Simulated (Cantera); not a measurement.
Cantera with NASA thermochemical tables; ideal gases at 1 bar, condensed phases pure. Values are per mole of reaction as written; species without (g) are pure solids or liquids, kept so even where they would boil at 1 bar.

F(g) + Cs(g) + HCl(g) ⇌ HF(g) + CsCl

| T (K) | ΔH° (kJ) | ΔS° (J/K) | ΔG° (kJ) | log10 K | condensed phases |
|---|---|---|---|---|---|
| 300 | -779.0 | -246.2 | -705.1 | 122.76 | CsCl(s) |
| 900 | -765.7 | -225.0 | -563.1 | 32.68 | CsCl(s) |
| 1000 | [?] | [?] | [?] | [?] | CsCl(l) |
| 1100 | [?] | [?] | [?] | [?] | CsCl(l) |
| 1200 | -739.8 | -198.2 | -502.0 | 21.85 | CsCl(l) |
| 1300 | [?] | [?] | [?] | [?] | CsCl(l) |
| 1400 | [?] | [?] | [?] | [?] | CsCl(l) |
| 1500 | -729.5 | -190.5 | -443.7 | 15.45 | CsCl(l) |
| 1600 | -726.1 | -188.3 | -424.8 | 13.87 | CsCl(l) |
| 1700 | -722.7 | -186.3 | -406.0 | 12.48 | CsCl(l) |

Task: Fill in the missing entries.

Result: 
- 1000, ΔH° (kJ): -746.6
- 1000, ΔS° (J/K): -204.4
- 1000, ΔG° (kJ): -542.2
- 1000, log10 K: 28.32
- 1100, ΔH° (kJ): -743.2
- 1100, ΔS° (J/K): -201.1
- 1100, ΔG° (kJ): -522.0
- 1100, log10 K: 24.78
- 1300, ΔH° (kJ): -736.4
- 1300, ΔS° (J/K): -195.4
- 1300, ΔG° (kJ): -482.3
- 1300, log10 K: 19.38
- 1400, ΔH° (kJ): -733.0
- 1400, ΔS° (J/K): -192.9
- 1400, ΔG° (kJ): -462.9
- 1400, log10 K: 17.27
